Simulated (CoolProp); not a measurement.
The fluid at 265.71 K and 13 MPa (liquid) is heated at constant pressure to 465.5 K. The same conditions are run with several fluids, on thermodynamics alone (safety and materials aside).

Computed with CoolProp (reference Helmholtz-energy equation of state of each fluid (octamethyltrisiloxane (MDM): Thol 2017; propylene: Lemmon 2013; ethylbenzene: Zhou 2012; decamethyltetrasiloxane (MD2M): Thol 2017)).

```csv
fluid,heat (kJ/kg),final phase,final density (kg/m³)
octamethyltrisiloxane (MDM),384,liquid,682
propylene,588,supercritical,223
ethylbenzene,392,liquid,729
decamethyltetrasiloxane (MD2M),372,liquid,721
```
